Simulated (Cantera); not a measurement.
A Cantera script and its output.

```python
import numpy as np
import cantera as ct

surf = ct.Interface("diamond.yaml", "diamond_100")
gas, bulk = surf.adjacent["gas"], surf.adjacent["diamond"]
k = surf.kinetics_species_index(bulk.species_names[0])
cover = ["c6HH", "c6H*", "c6*H", "c6**", "c6HM", "c6B"]

rows, drift = [], 0.0
print(f"{'P':>10s}{'um/h':>11s}" + "".join(f"{s:>11s}" for s in cover))
for v in [400, 760, 1400, 2700, 5200, 9800, 19000, 35000]:
    T, P, xH, xCH3 = 1375, v, 0.00086, 0.0011
    gas.TPX = T, P, {"H": xH, "CH3": xCH3, "CH4": 0.0034, "H2": 1 - xH - xCH3 - 0.0034}
    surf.TP = bulk.TP = T, P
    surf.coverages = "c6H*:0.1, c6HH:0.9"
    surf.advance_coverages(100.0)
    before = surf.coverages
    surf.advance_coverages(100.0)
    drift = max(drift, np.max(np.abs(surf.coverages - before) / (surf.coverages + 1e-9)))
    rate = surf.net_production_rates[k] * bulk.mean_molecular_weight / bulk.density * 3.6e9
    rows.append([rate, *surf[cover].coverages])
    print(f"{v:10.4g}{rate:11.4e}" + "".join(f"{x:11.3e}" for x in rows[-1][1:]))
```

Result:

```
         P       um/h       c6HH       c6H*       c6*H       c6**       c6HM        c6B
       400 3.7968e-02  4.188e-01  5.250e-02  4.985e-01  2.919e-02  3.077e-05  1.030e-10
       760 1.2649e-01  4.198e-01  5.236e-02  4.971e-01  2.878e-02  5.961e-05  3.432e-10
      1400 3.7922e-01  4.202e-01  5.225e-02  4.961e-01  2.830e-02  1.130e-04  1.029e-09
      2700 1.1456e+00  4.203e-01  5.214e-02  4.950e-01  2.765e-02  2.271e-04  3.109e-09
      5200 3.1462e+00  4.200e-01  5.203e-02  4.939e-01  2.694e-02  4.567e-04  8.537e-09
      9800 7.6834e+00  4.195e-01  5.191e-02  4.927e-01  2.629e-02  8.912e-04  2.085e-08
   1.9e+04 1.8387e+01  4.188e-01  5.177e-02  4.913e-01  2.576e-02  1.766e-03  4.989e-08
   3.5e+04 4.0417e+01  4.176e-01  5.160e-02  4.894e-01  2.538e-02  3.266e-03  1.097e-07
```

Cantera simulation using the Harris–Goodwin 1993 mechanism for the reconstructed diamond (100) surface; the numbers are that mechanism's predictions, not measurements.
